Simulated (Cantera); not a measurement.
A perfectly stirred reactor is fed with CH4 : N2 = 1 : 150 (molar parts), at 0.000987 atm; it is held at 1550 K, and followed from long to short residence time.

Computed with Cantera and GRI-Mech 3.0 (53 species, 325 reactions). GRI-Mech 3.0 stops at C3 and has no aromatics, soot or wall deposition, so with more carbon than oxygen in the feed, carbon stays in small species such as C2H2 where larger ones or solid carbon would form. Radical loss at walls, strong at low pressure, is not modelled.

What does this change do: CH4 1 to 1.4 parts?


```tsv
quantity	before	after
x(CH4) at τ = 12.0 s	0.00583	0.00796
x(CH2) at τ = 12.0 s	4.49e-8	5.57e-8
x(H) at τ = 12.0 s	1.25e-6	1.77e-6
x(C2H) at τ = 12.0 s	8.34e-10	1.21e-9
x(HCN) at τ = 12.0 s	1.38e-8	1.74e-8
x(CH4) at τ = 49.0 ms	0.00662	0.00925
x(CH2) at τ = 49.0 ms	4.84e-12	6.19e-12
x(H) at τ = 49.0 ms	3.44e-8	3.58e-8
x(C2H) at τ = 49.0 ms	<1e-12	<1e-12
x(HCN) at τ = 49.0 ms	<1e-12	<1e-12
```
